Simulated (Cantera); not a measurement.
**Premixed flame**

A freely propagating, adiabatic, planar premixed flame of H2 : O2 : N2 = 1 : 0.385 : 1.45 (molar parts), equivalence ratio 1.3, unburnt at 400 K and 2180 Torr; multicomponent transport, grid criteria slope 0.08 and curve 0.16, no radiation.

Computed with Cantera and the H2/O2 subset of GRI-Mech 3.0, which has no nitrogen chemistry. The hydrogen kinetics of GRI-Mech 3.0 are dated; newer H2 mechanisms differ, most at raised pressure. Burning velocities carry a grid error of a few per cent, more on coarse grids.

| z (mm) | T (K) | u (m/s) | x H2 | x O2 | x OH | x O | x H2O2 | x HO2 |
|---|---|---|---|---|---|---|---|---|
| -0.284 | 400 | 4.45 | 0.353 | 0.136 | <1e-8 | <1e-8 | <1e-8 | <1e-8 |
| -0.189 | 400 | 4.45 | 0.353 | 0.136 | <1e-8 | <1e-8 | <1e-8 | <1e-8 |
| -0.142 | 400 | 4.45 | 0.353 | 0.136 | <1e-8 | <1e-8 | <1e-8 | 1.12e-8 |
| -0.0947 | 400 | 4.45 | 0.352 | 0.136 | <1e-8 | 1.85e-8 | 2.35e-8 | 3.98e-7 |
| -0.0474 | 426 | 4.68 | 0.344 | 0.137 | 1.32e-5 | 2.64e-6 | 1.12e-5 | 0.000169 |
| -0.0237 | 716 | 7.61 | 0.306 | 0.131 | 0.00116 | 0.000191 | 0.000112 | 0.000712 |
| 0 | 1201 | 12.3 | 0.225 | 0.100 | 0.00243 | 0.00231 | 3.20e-5 | 0.000266 |
| 0.0237 | 1548 | 15.6 | 0.142 | 0.0509 | 0.00627 | 0.00550 | 4.91e-6 | 0.000114 |
| 0.0474 | 1734 | 17.4 | 0.102 | 0.0220 | 0.00958 | 0.00594 | 2.66e-6 | 4.59e-5 |
| 0.0947 | 1907 | 19.0 | 0.0874 | 0.00815 | 0.0120 | 0.00490 | 1.42e-6 | 1.56e-5 |
| 0.189 | 2061 | 20.3 | 0.0879 | 0.00470 | 0.0119 | 0.00328 | 7.59e-7 | 8.21e-6 |
| 0.379 | 2191 | 21.4 | 0.0887 | 0.00267 | 0.0102 | 0.00182 | 4.36e-7 | 4.34e-6 |
| 0.758 | 2289 | 22.2 | 0.0889 | 0.00129 | 0.00771 | 0.000859 | 2.56e-7 | 2.02e-6 |
x: mole fraction of selected species; z is measured from the peak of heat release.

| Item | Value |
|---|---|
| laminar burning velocity | 445 cm/s |
| thermal thickness | 0.0947 mm |
| peak x(OH) | 0.0122 |
| peak x(O) | 0.00600 |
| peak x(H2O2) | 0.000112 |
| peak x(HO2) | 0.000867 |
